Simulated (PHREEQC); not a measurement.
Solution (20 °C): 190 mmol/kgw Al(NO3)3 and 9.4 mmol/kgw NaF. Closed to the air; pH follows from the charge balance.

All values are PHREEQC results (ion-association model, phreeqc.dat), not measurements.

Each row changes one thing in this solution. This is a speciation only: nothing precipitates in the calculation.

```csv
case,pH,ionic strength (mol/kgw),F- (mol/kgw),HF (mol/kgw)
as made,3.22,1.12,2.48e-8,9.01e-9
temperature from 20 to 5 °C,3.44,1.12,2.67e-8,4.57e-9
Al(NO3)3 left out,7.62,0.00936,0.00936,2.79e-7
Al(NO3)3 from 0.19 to 0.019 mol/kgw,3.78,0.0952,2.53e-7,4.34e-8
Al(NO3)3 from 0.19 to 0.209 mol/kgw,3.20,1.23,2.28e-8,8.34e-9
Al(NO3)3 from 0.19 to 0.095 mol/kgw,3.37,0.550,4.63e-8,1.49e-8
Al(NO3)3 from 0.19 to 0.38 mol/kgw,3.08,2.26,1.34e-8,4.78e-9
diluted 5-fold with water,3.53,0.224,1.84e-8,4.92e-9
0.29 mol/kgw ZnSO4 added,3.64,1.16,1.03e-7,1.41e-8
```

The ionic strength passes 0.7 mol/kgw, the rough limit of the ion-association models, in as made; temperature from 20 to 5 °C; Al(NO3)3 from 0.19 to 0.209 mol/kgw; Al(NO3)3 from 0.19 to 0.38 mol/kgw; 0.29 mol/kgw ZnSO4 added. Species that the database lacks are ignored. Some of these states are supersaturated (in Gibbsite (slow to form), for instance). Constants without temperature data keep their 25 °C values here. Fluoro complexes past AlF4- and FeF3 are missing from the database.
